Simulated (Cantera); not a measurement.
Cantera with NASA thermochemical tables; ideal gases at 1 bar, condensed phases pure. Values are per mole of reaction as written; species without (g) are pure solids or liquids, kept so even where they would boil at 1 bar.

Question: Between 1973 and 2973 K, where is each reaction favourable under standard conditions?
- 3 Ti + Ti4O7 = 7 TiO(g)

Answer: 
- 3 Ti + Ti4O7 = 7 TiO(g): ΔG° is 1355 kJ at 1973 K and 426 kJ at 2973 K; it stays positive (K < 1). ΔH° is 3057 kJ and ΔS° 885 J/K at 2973 K.
